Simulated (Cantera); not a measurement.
Input: 1 mol Pb, 1.5 mol H2, equilibrated at 24.0 Pa.

Method: chemical equilibrium by Gibbs-energy minimisation in Cantera with the NASA 1993 tables (ideal gas, pure condensed phases). Candidate condensed phases: Pb; 4 gas species. Kinetics and transport are ignored.

x: gas mole fraction; n: condensed amount in mol.

| T (°C) | x H2 | x Pb | x H | x Pb2 | n Pb(s) | n Pb(l) |
|---|---|---|---|---|---|---|
| 302 | 1.00 | 4.00e-9 | <1e-12 | <1e-12 | 1.00 | 0 |
| 402 | 1.000 | 1.41e-6 | <1e-12 | <1e-12 | 0 | 1.000 |
| 502 | 1.000 | 0.000104 | (withheld) | 4.05e-12 | 0 | 1.000 |
| 602 | 0.997 | 0.00281 | (withheld) | 1.03e-9 | 0 | 0.996 |
| 702 | 0.962 | 0.0382 | (withheld) | 8.20e-8 | 0 | 0.940 |
| 802 | 0.684 | 0.316 | (withheld) | 2.82e-6 | 0 | 0.306 |
| 902 | 0.600 | 0.400 | (withheld) | 2.53e-6 | 0 | 0 |
| 1002 | 0.600 | 0.400 | (withheld) | 1.56e-6 | 0 | 0 |
| 1102 | 0.600 | 0.400 | (withheld) | 1.02e-6 | 0 | 0 |
| 1202 | 0.599 | 0.400 | (withheld) | 7.12e-7 | 0 | 0 |

### Question
Complete the blanks.

### Answer

- 502, x H: 6.40e-11
- 602, x H: 3.23e-9
- 702, x H: 7.24e-8
- 802, x H: 7.83e-7
- 902, x H: 6.13e-6
- 1002, x H: 3.69e-5
- 1102, x H: 0.000171
- 1202, x H: 0.000648
